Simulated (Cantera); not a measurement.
Charge: 1 mol C6H6, 1.2 mol CO2, 2.4 mol H2, equilibrated at 0.825 Torr.

Method: chemical equilibrium by Gibbs-energy minimisation in Cantera with the NASA 1993 tables (ideal gas, pure condensed phases). Candidate condensed phases: C, C6H6, C7H8, C8H18, H2O; 110 gas species. Rates play no part.

Question: What share of the C ends up in condensed phases as a function of T (K), at 2750, 2775, 2800, 2825, 2850, 2875, 2900, 2925?

Answer: 
```json
[
 {"T (K)": "2750", "C condensed (%)": "55.9", "as": "C(graphite)"},
 {"T (K)": "2775", "C condensed (%)": "52.3", "as": "C(graphite)"},
 {"T (K)": "2800", "C condensed (%)": "47.2", "as": "C(graphite)"},
 {"T (K)": "2825", "C condensed (%)": "40.3", "as": "C(graphite)"},
 {"T (K)": "2850", "C condensed (%)": "30.8", "as": "C(graphite)"},
 {"T (K)": "2875", "C condensed (%)": "17.6", "as": "C(graphite)"},
 {"T (K)": "2900", "C condensed (%)": "0.0", "as": "-"},
 {"T (K)": "2925", "C condensed (%)": "0.0", "as": "-"}
]
```
